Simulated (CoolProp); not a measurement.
Properties of n-perfluorohexane at several states (Tc = 448.0 K, pc = 17.42 bar, ω = 0.497).

Model: reference Helmholtz-energy equation of state, Gao 2022, in CoolProp.

```
T (K)  p (bar)   phase  density (kg/m³)  cv (kJ/(kg K))  isothermal compressibility (1/MPa)
-----  -------  ------  ---------------  --------------  ----------------------------------
414.5    0.352     gas            3.485          0.9463                               28.68
233.9    0.663  liquid             1856          0.7530                            0.001445
342.1    0.843     gas            10.49          0.8595                               12.45
223.9     4.42  liquid             1885          0.7364                            0.001324
321.7     95.5  liquid             1654          0.8841                            0.002676
```
